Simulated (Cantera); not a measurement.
Input: 1 mol BF₃, 0.21 mol N₂, at 16000 Pa.

Method: chemical equilibrium by Gibbs-energy minimisation in Cantera with the NASA 1993 tables (ideal gas, pure condensed phases). Candidate condensed phases: B, BN; 13 gas species. Equilibrium is a limit: real reactors are often held back by kinetics, nucleation or transport. All values below are at 1450 °C.

Base state: BF₃ 0.826, N₂ 0.174 (mole fractions); condensed: gas only.

Problem. What changes in the equilibrium state with this change: BF₃ replaced by B₂H₆?

Solution. 
```csv
species,before,after
H₂,0,0.999
H,0,0.000456
BH₂,0,7.33e-5
BF₃,0.826,0
N₂,0.174,6.02e-6
"B(s), mol",0,1.58
"BN(s), mol",0,0.420
```
The feed counts by its element totals alone. Mutual solubility and eutectic melting of coexisting phases are not modelled. The tables' values for BH₂ are old estimates; treat these amounts as uncertain.
